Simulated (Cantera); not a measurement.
Input (Python, Cantera):

```python
import numpy as np
import cantera as ct

gas = ct.Solution("h2o2.yaml")
gas.TPX = 1150, 110, {'H2': 0.046, 'O2': 1, 'N2': 3.7}
reactor = ct.IdealGasConstPressureReactor(gas, energy="off", clone=False)
net = ct.ReactorNet([reactor])
net.rtol, net.atol = 1e-08, 1e-18
show = ['H2', 'O2', 'H2O', 'OH', 'H2O2']
times = np.geomspace(6e-06, 20, 10)

steps = ct.SolutionArray(gas, extra=["t"])
rows = []
print(f"{'t/s':>10s}{'T/K':>9s}{'P/Pa':>11s}" + "".join(f"{s:>11s}" for s in show))
for t in times:
    while net.time < t:
        t_next = net.step()
        steps.append(gas.state, t=t_next)
    rows.append([np.interp(t, steps.t, y) for y in (steps.T, steps.P, *steps(*show).X.T)])
    print(f"{t:10.3e}{rows[-1][0]:9.1f}{rows[-1][1]:11.4g}" + "".join(f"{x:11.3e}" for x in rows[-1][2:]))
rate = np.gradient(steps.T, steps.t)
print("integrator steps:", len(steps.t))
if steps.T.max() > steps.T[0] + 200:
    print(f"time of steepest temperature rise: {steps.t[rate.argmax()]:.4e} s")
gas.TPX = 1150, 110, {'H2': 0.046, 'O2': 1, 'N2': 3.7}
gas.equilibrate("TP")
print(f"equilibrium (TP): T = {gas.T:.1f} K  " + "  ".join(f"{s} {gas[s].X[0]:.3e}" for s in show))
```

It prints:

```
       t/s      T/K       P/Pa         H2         O2        H2O         OH       H2O2
 6.000e-06   1150.0        110  9.692e-03  2.107e-01  2.223e-19  3.688e-16  4.621e-20
 3.184e-05   1150.0        110  9.692e-03  2.107e-01  2.626e-17  9.815e-15  1.236e-18
 1.689e-04   1150.0        110  9.692e-03  2.107e-01  3.450e-15  2.652e-13  3.414e-17
 8.963e-04   1150.0        110  9.692e-03  2.107e-01  4.605e-13  6.607e-12  9.523e-16
 4.756e-03   1150.0        110  9.692e-03  2.107e-01  4.798e-11  1.189e-10  2.669e-14
 2.523e-02   1150.0        110  9.692e-03  2.107e-01  4.552e-09  2.585e-09  7.370e-13
 1.339e-01   1150.0        110  9.401e-03  2.105e-01  2.135e-04  8.865e-05  7.795e-11
 7.104e-01   1150.0        110  1.446e-04  2.029e-01  8.470e-03  5.676e-04  1.190e-09
 3.769e+00   1150.0        110  1.312e-04  2.033e-01  8.620e-03  5.413e-04  1.213e-09
 2.000e+01   1150.0        110  8.066e-05  2.047e-01  9.113e-03  4.257e-04  1.272e-09
integrator steps: 731
equilibrium (TP): T = 1150.0 K  H2 2.792e-09  O2 2.069e-01  H2O 9.738e-03  OH 2.523e-06  H2O2 2.207e-12
```

Cantera simulation using the H2/O2 subset of GRI-Mech 3.0, which has no nitrogen chemistry; the numbers are that mechanism's predictions, not measurements. Radical loss at walls, strong at low pressure, is not modelled.
